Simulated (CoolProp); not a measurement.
A simple Rankine cycle with vinyl chloride: condensing at 319.15 K, boiler at 2.85 MPa, turbine inlet 399.6 K, turbine efficiency 0.75, pump efficiency 0.7, no recuperator. Each further row changes one setting.

Values from CoolProp's reference Helmholtz-energy equation of state, Thol 2022.

```csv
case,thermal efficiency (%),net work (kJ/kg),heat in (kJ/kg),turbine exit temperature (K),volume ratio over the turbine
as stated,10.6,36.7,347,___,3.98
turbine inlet 419.6 K,11.0,41.1,375,349.7,3.89
condensing temperature 311.15 K,11.8,42.4,___,317.8,___
boiler pressure 1.99 MPa,___,___,365,___,2.71
turbine efficiency 0.65,9.0,31.3,347,331.9,4.07
```

Question: Complete the blanks.

Answer: 
- as stated, turbine exit temperature (K): 326.7
- condensing temperature 311.15 K, heat in (kJ/kg): 359
- condensing temperature 311.15 K, volume ratio over the turbine: 4.86
- boiler pressure 1.99 MPa, thermal efficiency (%): 8.5
- boiler pressure 1.99 MPa, net work (kJ/kg): 31.2
- boiler pressure 1.99 MPa, turbine exit temperature (K): 350.1
